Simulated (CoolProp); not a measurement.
Ethanol along the isotherm 245.25 °C: Z from the reference equation and from simpler models built on Tc = 241.6 °C, pc = 6.268 MPa, ω = 0.644; each cubic takes its own stable root.

The numbers come from the reference Helmholtz-energy equation of state, Schroeder 2014 in CoolProp.

```json
[
 {"p (MPa)": "2.41", "phase": "gas", "reference": "0.8765"},
 {"p (MPa)": "4.82", "phase": "gas", "reference": "0.7001"},
 {"p (MPa)": "7.23", "phase": "supercritical", "reference": "0.1987"},
 {"p (MPa)": "9.64", "phase": "supercritical", "reference": "0.2196"},
 {"p (MPa)": "12.1", "phase": "supercritical", "reference": "0.2589"},
 {"p (MPa)": "14.5", "phase": "supercritical", "reference": "0.2987"},
 {"p (MPa)": "16.9", "phase": "supercritical", "reference": "0.3386"},
 {"p (MPa)": "19.3", "phase": "supercritical", "reference": "0.3781"},
 {"p (MPa)": "21.7", "phase": "supercritical", "reference": "0.4173"},
 {"p (MPa)": "24.1", "phase": "supercritical", "reference": "0.4560"},
 {"p (MPa)": "26.5", "phase": "supercritical", "reference": "0.4943"},
 {"p (MPa)": "28.9", "phase": "supercritical", "reference": "0.5323"},
 {"p (MPa)": "31.3", "phase": "supercritical", "reference": "0.5698"}
]
```

How far does each simpler model (van der Waals, Redlich-Kwong, Soave-Redlich-Kwong, Peng-Robinson) lie from the reference over these 13 states: mean and median of the absolute difference, and the worst?


- van der Waals: mean 50.4 %, median 58.8 %, worst +62.6 % at 245.25 °C and 9.64 MPa
- Redlich-Kwong: mean 24.9 %, median 26.8 %, worst +35.6 % at 245.25 °C and 9.64 MPa
- Soave-Redlich-Kwong: mean 26.0 %, median 27.5 %, worst +41.0 % at 245.25 °C and 7.23 MPa
- Peng-Robinson: mean 15.5 %, median 14.6 %, worst +28.7 % at 245.25 °C and 7.23 MPa
